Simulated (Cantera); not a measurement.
Input: 1 mol SiF4, 4.4 mol NH3, 5.5 mol N2, held at 880 Pa.

Equilibrium computed with Cantera from the NASA thermochemical tables; the gas is ideal and each condensed phase is pure. Candidate condensed phases: Si, Si3N4; 37 gas species. Equilibrium is a limit: real reactors are often held back by kinetics, nucleation or transport.

Question: At 925 K, list the 4 most abundant gas species with their mole fractions, and the condensed phases.

Answer: N2 0.503, H2 0.431, SiF4 0.0652, HF 0.000305. Condensed: Si3N4(s).
